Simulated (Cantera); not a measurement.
What does this Cantera script print?

```python
import numpy as np
import cantera as ct

gas = ct.Solution("gri30.yaml")
gas.TPX = 1248, 35000, {'N2O': 0.41, 'H2': 0.0058, 'N2': 6.5}
inlet = ct.Reservoir(gas, clone=True)

reactor = ct.IdealGasConstPressureReactor(gas, energy="off", clone=False)
exhaust = ct.Reservoir(gas, clone=True)
tau = [1.2, 0.47, 0.19, 0.072, 0.028, 0.011, 0.0043, 0.0017, 0.00066, 0.00026, 0.0001][0]
for a, b in ((inlet, reactor), (reactor, exhaust)):
    ct.MassFlowController(a, b, mdot=lambda t: reactor.mass / tau)
net = ct.ReactorNet([reactor])
show = ['N2O', 'H2', 'N2', 'NO2', 'HO2', 'O2']

rows = []
print(f"{'tau/s':>10s}{'T/K':>9s}" + "".join(f"{s:>11s}" for s in show))
for tau in [1.2, 0.47, 0.19, 0.072, 0.028, 0.011, 0.0043, 0.0017, 0.00066, 0.00026, 0.0001]:
    net.initial_time = 0.0
    net.advance(30 * tau)
    before = gas.X
    net.advance(40 * tau)
    drift = np.max(np.abs(gas.X - before) / (gas.X + 1e-9))
    rows.append([gas.T, *gas[show].X, drift])
    print(f"{tau:10.3e}{gas.T:9.1f}" + "".join(f"{x:11.3e}" for x in gas[show].X))
```

It prints:

```
     tau/s      T/K        N2O         H2         N2        NO2        HO2         O2
 1.200e+00   1248.0  3.649e-02  1.152e-05  9.508e-01  1.125e-05  2.323e-08  9.471e-03
 4.700e-01   1248.0  4.708e-02  2.533e-05  9.459e-01  8.386e-06  5.316e-08  4.894e-03
 1.900e-01   1248.0  5.324e-02  5.240e-05  9.431e-01  5.721e-06  1.245e-07  2.257e-03
 7.200e-02   1248.0  5.644e-02  1.093e-04  9.416e-01  2.929e-06  2.737e-07  9.071e-04
 2.800e-02   1248.0  5.782e-02  2.107e-04  9.409e-01  1.062e-06  4.412e-07  3.559e-04
 1.100e-02   1248.0  5.849e-02  3.719e-04  9.405e-01  3.059e-07  5.115e-07  1.339e-04
 4.300e-03   1248.0  5.890e-02  5.804e-04  9.402e-01  8.159e-08  4.664e-07  4.651e-05
 1.700e-03   1248.0  5.915e-02  7.477e-04  9.400e-01  1.696e-08  3.334e-07  1.535e-05
 6.600e-04   1248.0  5.925e-02  8.194e-04  9.399e-01  1.267e-09  1.318e-07  4.832e-06
 2.600e-04   1248.0  5.928e-02  8.356e-04  9.399e-01  3.385e-11  2.345e-08  1.423e-06
 1.000e-04   1248.0  5.928e-02  8.383e-04  9.399e-01  7.102e-13  2.296e-09  3.357e-07
```

Computed with Cantera and GRI-Mech 3.0 (53 species, 325 reactions). GRI-Mech 3.0 was tuned for natural gas; its chemistry of N2O as a main component is partial and can be far from experiment. The mechanism lacks 2 NO + O2 → 2 NO2 and HONO, so NO2 and the effect of NO are under-described below about 1400 K.
